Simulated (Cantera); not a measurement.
Input: 1 mol Al, 0.87 mol Cl₂, 33 mol N₂, at 748 K and 38.0 Pa.

These are equilibrium values from Cantera (NASA tables, ideal gas, pure condensed phases), not measurements of a reactor. Candidate condensed phases: Al, AlCl₃, AlN; 11 gas species. The numbers say what is thermodynamically allowed, not how fast it happens.

Base state: N₂ 0.983, AlCl₃ 0.0174 (mole fractions); condensed: AlN(s).

Problem. What changes in the equilibrium state with this change: Cl₂ from 0.87 to 0.51 mol?

Solution. 
| species | before | after |
|---|---|---|
| N₂ | 0.983 | 0.990 |
| AlCl₃ | 0.0174 | 0.0103 |
| AlN(s), mol | 0.420 | 0.660 |

Problem. What changes in the equilibrium state with this change: Cl₂ from 0.87 to 1.8 mol?

Solution. 
```json
[
 {"species": "N₂", "before": "0.983", "after": "0.962"},
 {"species": "AlCl₃", "before": "0.0174", "after": "0.0291"},
 {"species": "Cl₂", "before": "<1e-9", "after": "0.00874"},
 {"species": "Cl", "before": "<1e-9", "after": "1.23e-5"},
 {"species": "AlN(s), mol", "before": "0.420", "after": "0"}
]
```
